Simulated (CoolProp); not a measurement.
Vapour-liquid equilibrium of acetone (1) + n-dodecane (2) at 130.35 °C; x and y are mole fractions of (1).

Model: multi-fluid Helmholtz-energy mixture model, Lemmon 2006 and Lemmon 2004; pair parameters Bell 2016, in CoolProp.

```json
[
 {"x": "0.05", "bubble pressure, mixture model (bar)": "0.4759", "bubble pressure, Raoult's law (bar)": "0.4516", "y, mixture model": "0.847", "y, Raoult's law": "0.843"},
 {"x": "0.15", "bubble pressure, mixture model (bar)": "1.523", "bubble pressure, Raoult's law (bar)": "1.206", "y, mixture model": "0.954", "y, Raoult's law": "0.948"},
 {"x": "0.25", "bubble pressure, mixture model (bar)": "(withheld)", "bubble pressure, Raoult's law (bar)": "1.960", "y, mixture model": "0.975", "y, Raoult's law": "0.972"},
 {"x": "0.35", "bubble pressure, mixture model (bar)": "3.660", "bubble pressure, Raoult's law (bar)": "2.714", "y, mixture model": "0.982", "y, Raoult's law": "0.982"},
 {"x": "0.45", "bubble pressure, mixture model (bar)": "4.418", "bubble pressure, Raoult's law (bar)": "3.469", "y, mixture model": "0.986", "y, Raoult's law": "0.988"},
 {"x": "0.55", "bubble pressure, mixture model (bar)": "(withheld)", "bubble pressure, Raoult's law (bar)": "4.223", "y, mixture model": "0.988", "y, Raoult's law": "0.992"},
 {"x": "0.65", "bubble pressure, mixture model (bar)": "5.426", "bubble pressure, Raoult's law (bar)": "4.977", "y, mixture model": "0.990", "y, Raoult's law": "0.995"},
 {"x": "0.75", "bubble pressure, mixture model (bar)": "(withheld)", "bubble pressure, Raoult's law (bar)": "5.732", "y, mixture model": "0.992", "y, Raoult's law": "0.997"},
 {"x": "0.85", "bubble pressure, mixture model (bar)": "6.453", "bubble pressure, Raoult's law (bar)": "6.486", "y, mixture model": "0.994", "y, Raoult's law": "0.998"},
 {"x": "0.95", "bubble pressure, mixture model (bar)": "7.184", "bubble pressure, Raoult's law (bar)": "7.240", "y, mixture model": "0.998", "y, Raoult's law": "0.999"}
]
```

Question: Some entries are withheld; supply them.

Answer: 
- 0.25, bubble pressure, mixture model (bar): 2.663
- 0.55, bubble pressure, mixture model (bar): 4.973
- 0.75, bubble pressure, mixture model (bar): 5.889

The largest gap from Raoult's law is +35.9 % in bubble pressure, at x = 0.25. No azeotrope shows between x = 0.05 and 0.95.

Pair parameters are fitted to limited data, so mixtures are less certain than the pure fluids. The gap from Raoult's law changes sign with composition, which may be real or a fault of the pair parameters; it wasn't checked against measurements.
